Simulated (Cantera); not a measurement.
Feed: 1 mol TiO2, a varied amount of H2, 3.3 mol H2O, equilibrated at 1477 °C and 100000 Pa.

Method: chemical equilibrium by Gibbs-energy minimisation in Cantera with the NASA 1993 tables (ideal gas, pure condensed phases). Candidate condensed phases: H2O, Ti, TiO, TiO2, Ti2O3, Ti3O5, Ti4O7; 12 gas species. The numbers say what is thermodynamically allowed, not how fast it happens.

Q: At 250 mol H2, list the 3 most abundant gas species with their mole fractions, and the condensed phases.

A: H2 0.985, H2O 0.0143, H 0.000231. Condensed: Ti3O5(s).
